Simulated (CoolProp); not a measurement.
Properties of ethane along the isotherm 342.8 K (Tc = 305.3 K, pc = 48.72 bar, ω = 0.099).

Model: reference Helmholtz-energy equation of state, Bücker 2006, in CoolProp.

```csv
p (bar),phase,conductivity (mW/(m K)),Prandtl number
6.64,gas,27.5,0.779
13.3,gas,28.0,0.803
19.9,gas,28.7,0.832
26.6,gas,29.5,0.869
33.2,gas,30.5,0.915
39.9,gas,31.7,0.975
46.5,gas,33.3,1.05
53.2,supercritical,35.3,1.16
59.8,supercritical,37.9,1.30
66.4,supercritical,41.3,1.50
73.1,supercritical,45.5,1.77
```

Viscosity comes from a separate model (Friend 1991). Thermal conductivity comes from a separate model (Friend 1991).
